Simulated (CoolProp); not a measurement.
The numbers come from the reference Helmholtz-energy equation of state, Gedanitz 2015 in CoolProp.

### Question
Give the vapour pressure (MPa), enthalpy of vaporisation (kJ/kg), vapour Z of saturated cyclopentane at 122.95, 136.95 °C.

### Answer
```
T (°C)  p (MPa)  enthalpy of vaporisation (kJ/kg)  vapour Z
------  -------  --------------------------------  --------
122.95    0.693                               325     0.863
136.95    0.918                               309     0.833
```
